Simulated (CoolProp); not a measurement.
The numbers come from the reference Helmholtz-energy equation of state, Thol 2012 in CoolProp.

For benzene, give the phase and the cp (kJ/(kg K)) at 516.9 K and 0.101 MPa.


- 516.9 K and 0.101 MPa: gas; cp 1.84
